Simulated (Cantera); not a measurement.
Charge: 1 mol C2F6, 0.045 mol Si, at 0.260 bar.

These are equilibrium values from Cantera (NASA tables, ideal gas, pure condensed phases), not measurements of a reactor. Candidate condensed phases: C, Si, SiC; 23 gas species. The feed counts by its element totals alone. Gases not in the tables: C2F6 and larger saturated fluorocarbons. Kinetics and transport are ignored. All values below are at 1250 K.

Base state: CF4 0.970, SiF4 0.0300 (mole fractions); condensed: C(graphite).

Question: What changes in the equilibrium state with this change: Si from 0.045 to 0.79 mol?

Answer: 
```
species           before  after
----------------  ------  -----
SiF4              0.0300  0.527
CF4                0.970  0.473
C(graphite), mol   0.545   1.29
```
